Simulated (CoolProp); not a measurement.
Computed with CoolProp (reference Helmholtz-energy equation of state, Thol 2021).

Problem. For chlorine, give the phase and the cp (kJ/(kg K)), speed of sound (m/s), expansivity (1/kK) at 423.6 K and 3.82 MPa; 423.6 K and 9.55 MPa; 423.6 K and 19.1 MPa.

Solution. 
- 423.6 K and 3.82 MPa: gas; cp 0.713, speed of sound 229, expansivity 4.37
- 423.6 K and 9.55 MPa: supercritical; cp 2.27, speed of sound 245, expansivity 16.5
- 423.6 K and 19.1 MPa: supercritical; cp 1.12, speed of sound 478, expansivity 3.94
